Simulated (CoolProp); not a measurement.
Aqueous ethanol as a coolant, 55 % by mass, freezing at -41.2 °C, 1 atm.

The numbers come from the Melinder's fits for secondary coolants in CoolProp.

| T (°C) | conductivity (W/(m K)) | density (kg/m³) | Prandtl number | viscosity (mPa s) |
|---|---|---|---|---|
| -20.3 | 0.290 | 934.8 | 196 | 17.7 |
| -15.8 | 0.291 | 931.1 | 153 | 13.6 |
| -11.3 | 0.292 | 927.5 | 122 | 10.6 |
| -6.8 | 0.292 | 923.9 | 98.3 | 8.42 |
| -2.3 | 0.293 | 920.3 | 80.4 | 6.79 |
| 2.2 | 0.294 | 916.6 | 66.6 | 5.56 |
| 6.7 | 0.295 | 913.0 | 55.8 | 4.60 |
| 11.2 | 0.296 | 909.4 | 47.2 | 3.85 |
| 15.7 | 0.296 | 905.7 | 40.2 | 3.25 |
| 20.2 | 0.297 | 902.1 | 34.6 | 2.77 |
| 24.8 | 0.298 | 898.3 | 29.8 | 2.37 |
| 29.3 | 0.299 | 894.7 | 25.8 | 2.04 |
| 33.8 | 0.299 | 891.0 | 22.5 | 1.77 |
| 38.3 | 0.300 | 887.2 | 19.6 | 1.54 |
